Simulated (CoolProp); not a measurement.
Normal hydrogen at 647.06 K and 0.364 MPa flows at 0.052 m/s in a round tube of 25 mm bore and 0.25 µm roughness, fully developed (64/Re and Nu = 3.66 if laminar; Colebrook and Gnielinski if turbulent). Each further row changes one setting.

Computed with CoolProp (reference Helmholtz-energy equation of state, Leachman 2009).

```json
[
 {"case": "as stated", "Reynolds number": "11.6", "Darcy friction factor": "5.51", "pressure drop (Pa/m)": "0.0406", "heat-transfer coefficient (W/(m² K))": "47.9", "mass flow (kg/h)": "0.0125"},
 {"case": "velocity 0.104 m/s", "Reynolds number": "23.2", "Darcy friction factor": "2.76", "pressure drop (Pa/m)": "0.0812", "heat-transfer coefficient (W/(m² K))": "47.9", "mass flow (kg/h)": "0.0250"},
 {"case": "diameter 50 mm", "Reynolds number": "23.2", "Darcy friction factor": "2.76", "pressure drop (Pa/m)": "0.0102", "heat-transfer coefficient (W/(m² K))": "23.9", "mass flow (kg/h)": "0.0501"}
]
```

Viscosity comes from a separate model (Muzny 2013). Thermal conductivity comes from a separate model (Assael 2011).
